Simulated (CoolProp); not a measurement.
A single-stage vapour-compression cycle with R22: evaporating at 263.15 K (dew point), condensing at 290.15 K (bubble point), superheat 0 K, subcooling 2 K, compressor efficiency 0.75, no pressure losses. Each further row changes one setting.

Model: reference Helmholtz-energy equation of state, Kamei 1995, in CoolProp.

```tsv
case	cooling COP	pressure ratio	discharge temperature (K)	refrigerating effect (kJ/kg)	volumetric capacity (kJ/m³)
as stated	…	2.36	313.2	183	2810
evaporating temperature 268.15 K	8.36	1.98	308.3	185	…
condensing temperature 285.15 K	8.24	…	304.4	189	2900
subcooling 7 K	6.78	2.36	313.2	189	2900
superheat 10 K	6.49	2.36	324.0	190	2770
compressor efficiency 0.65	…	2.36	318.7	183	2810
```

**Question.** Complete the blanks.

**Answer.** 
- as stated, cooling COP: 6.57
- evaporating temperature 268.15 K, volumetric capacity (kJ/m³): 3350
- condensing temperature 285.15 K, pressure ratio: 2.04
- compressor efficiency 0.65, cooling COP: 5.69
